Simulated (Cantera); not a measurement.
Standard-state values (1 bar) from the NASA 1993 polynomials, evaluated with Cantera. Values are per mole of reaction as written; species without (g) are pure solids or liquids, kept so even where they would boil at 1 bar.

Ba + H2O(g) ⇌ BaO + 2 H(g), with ΔH° = 129.8 kJ and ΔS° = 50.5 J/K at 300 K.

How far is the shortcut ΔG° ≈ ΔH°(300 K) − T·ΔS°(300 K) from the full temperature-dependent value at 2100, 2150, 2200, 2250, 2300 K?


```json
[
 {"T (K)": "2100", "shortcut (kJ)": "23.7", "full (kJ)": "-20.9", "difference (kJ)": "44.6", "difference in log10 K": "-1.11", "condensed phases": "Ba(l), BaO(s)"},
 {"T (K)": "2150", "shortcut (kJ)": "21.2", "full (kJ)": "-25.1", "difference (kJ)": "46.3", "difference in log10 K": "-1.13", "condensed phases": "Ba(l), BaO(s)"},
 {"T (K)": "2200", "shortcut (kJ)": "18.7", "full (kJ)": "-29.3", "difference (kJ)": "48.0", "difference in log10 K": "-1.14", "condensed phases": "Ba(l), BaO(s)"},
 {"T (K)": "2250", "shortcut (kJ)": "16.1", "full (kJ)": "-33.6", "difference (kJ)": "49.7", "difference in log10 K": "-1.15", "condensed phases": "Ba(l), BaO(s)"},
 {"T (K)": "2300", "shortcut (kJ)": "13.6", "full (kJ)": "-38.2", "difference (kJ)": "51.8", "difference in log10 K": "-1.18", "condensed phases": "Ba(l), BaO(l)"}
]
```
The shortcut ignores heat capacities and the phase changes listed.
